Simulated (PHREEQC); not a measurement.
A made-up water analysis in mg/kgw, 25 °C, pH 6.4, pe 12.9:

```json
[
 {"constituent": "Na", "mg/kgw": "0.887"},
 {"constituent": "K", "mg/kgw": "1.41"},
 {"constituent": "Ca", "mg/kgw": "2.94"},
 {"constituent": "Mg", "mg/kgw": "1.06"},
 {"constituent": "Cl", "mg/kgw": "7.5"},
 {"constituent": "S(6) as SO4", "mg/kgw": "1.93"},
 {"constituent": "Alkalinity as HCO3", "mg/kgw": "3.77"},
 {"constituent": "O(0) (dissolved oxygen)", "mg/kgw": "0.0293"},
 {"constituent": "Si as SiO2", "mg/kgw": "0.0594"},
 {"constituent": "Br", "mg/kgw": "0.0553"}
]
```

Cl is adjusted to close the charge balance.
Valence states are taken as typed.

Computed with PHREEQC (ion-association model, phreeqc.dat).

```json
[
 {"quantity": "HCO3- (mol/kgw)", "before": "6.21e-5", "after": "6.20e-5"},
 {"quantity": "CO2 (mol/kgw)", "before": "5.42e-5", "after": "4.78e-5"},
 {"quantity": "CaSO4 (mol/kgw)", "before": "2.12e-7", "after": "2.33e-7"},
 {"quantity": "MgSO4 (mol/kgw)", "before": "1.66e-7", "after": "2.37e-7"},
 {"quantity": "CaHCO3+ (mol/kgw)", "before": "5.26e-8", "after": "6.20e-8"},
 {"quantity": "MgHCO3+ (mol/kgw)", "before": "2.87e-8", "after": "3.11e-8"},
 {"quantity": "SI of Quartz (SiO2)", "before": "-2.02", "after": "-2.24"}
]
```

Which change was made?
A. all concentrations times 3 at the same typed pH
B. temperature from 25 to 40 °C at the same typed pH
C. pH from 6.4 to 5.5 at the same alkalinity
D. O(0) from 0.0293 to 0.0146 mg/kgw

B, temperature from 25 to 40 °C at the same typed pH

Precipitation was switched off in this run. At this temperature some constants are extrapolated from 25 °C, and those without enthalpy data are left unchanged.
